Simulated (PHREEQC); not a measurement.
0.013 g of hydrous ferric oxide (600 m²/g; 0.2 weak and 0.005 strong sites per Fe, Dzombak-Morel constants, diffuse double layer) in 1 kg of water with 0.01 mol/kgw of an inert sodium salt and 5.4e-05 mol/kgw NaF, at 25 °C; the pH is set by adding NaOH or the inert anion's acid. O2 is buffered at 0.21 atm. The system is closed to CO2. No solid was allowed to form.

All values are PHREEQC results (ion-association model, wateq4f.dat), not measurements.

Problem. Predict surface charge σ (C/m²), surface potential ψ (mV) at pH = 7.38, 8.5, 9.25, 9.62.

Solution. 
```json
[
 {"pH": "7.38", "surface charge σ (C/m²)": "0.010", "surface potential ψ (mV)": "39"},
 {"pH": "8.5", "surface charge σ (C/m²)": "-0.005", "surface potential ψ (mV)": "-22"},
 {"pH": "9.25", "surface charge σ (C/m²)": "-0.018", "surface potential ψ (mV)": "-62"},
 {"pH": "9.62", "surface charge σ (C/m²)": "-0.027", "surface potential ψ (mV)": "-81"}
]
```
